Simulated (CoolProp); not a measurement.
Vapour-liquid equilibrium of 1-butene (1) + n-butane (2) at 12.3 kPa; x and y are mole fractions of (1).

The numbers come from the multi-fluid Helmholtz-energy mixture model, Lemmon 2005 and Bücker 2006; pair parameters Bell 2016 in CoolProp.

Q: Give the bubble temperature and the first vapour's composition at x = 0.5, 0.65, 0.8. Is there an azeotrope?

A: x = 0.5: -48.3 °C, y = 0.571; x = 0.65: -49.0 °C, y = 0.708; x = 0.8: -49.6 °C, y = 0.835. No azeotrope shows between x = 0.05 and 0.95.

The pair parameters rest on a limited set of measurements; away from them the model extrapolates.
